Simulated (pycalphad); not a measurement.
CALPHAD calculation (pycalphad, COST 507 light-alloy database (1999)), 1 atm. No gas phase is included, though pure Mg would boil below 1377 °C. These are 1990s assessments: newer ones move some temperatures and phases. Diffusion is slow at the low end, where real alloys seldom reach equilibrium.

**Al-13.18Si-5.55Mg (at.%): equilibrium cooling sequence**

```json
[
 {"T (°C)": "560.6", "phases above": "liquid", "phases below": "liquid + MG2SI"},
 {"T (°C)": "558.1", "phases above": "liquid + MG2SI", "phases below": "diamond (Si) + liquid + MG2SI"},
 {"T (°C)": "557.4", "phases above": "diamond (Si) + liquid + MG2SI", "phases below": "diamond (Si) + fcc + MG2SI"}
]
```

Changes were sought between steps of 40 K, so a narrower field can be missed.

Database names, with the compositions (at.%) that they take in these runs: MG2SI: Mg 67 Si 33.
